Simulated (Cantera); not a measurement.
PH3 + O2 (abatement and gas-phase synthesis)

Feed: 1 mol PH3, a varied amount of O2, at 1502 °C and 1.10 bar.

These are equilibrium values from Cantera (NASA tables, ideal gas, pure condensed phases), not measurements of a reactor. Candidate condensed phases: H2O, P, P4O10; 17 gas species. Gases not in the tables: HPO2, HPO3 and P4O6. Rates play no part.

| n(O2) (mol) | x H2 | x H2O | x PO2 | x P2 | x PO | x P4 |
|---|---|---|---|---|---|---|
| 0.27 | 0.535 | 0.201 | 0.0185 | 0.215 | 0.0270 | 0.00391 |
| 0.34 | 0.491 | 0.237 | 0.0297 | 0.204 | 0.0338 | 0.00353 |
| 0.42 | 0.448 | 0.272 | 0.0452 | 0.191 | 0.0410 | 0.00308 |
| 0.53 | 0.398 | 0.309 | 0.0703 | 0.171 | 0.0497 | 0.00247 |
| 0.66 | 0.348 | 0.342 | 0.104 | 0.146 | 0.0581 | 0.00180 |
| 0.82 | 0.299 | 0.372 | 0.148 | 0.115 | 0.0653 | 0.00112 |
| 1 | 0.252 | 0.397 | 0.199 | 0.0809 | 0.0694 | 0.000556 |
| 1.3 | 0.185 | 0.437 | 0.280 | 0.0315 | 0.0650 | 8.41e-5 |
x: gas mole fraction; nothing condenses.

From 0.27 mol O2 to 1.3 mol O2 nothing is condensed.
